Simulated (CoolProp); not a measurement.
Values from CoolProp's reference Helmholtz-energy equation of state, Thol 2016.

Q: For hexamethyldisiloxane (MM), give the phase and the density (kg/m³), cp (kJ/(kg K)), isothermal compressibility (1/MPa), expansivity (1/kK) at 340 K and 7.96 MPa.

A: 
- 340 K and 7.96 MPa: liquid; density 730, cp 1.99, isothermal compressibility 0.00250, expansivity 1.36
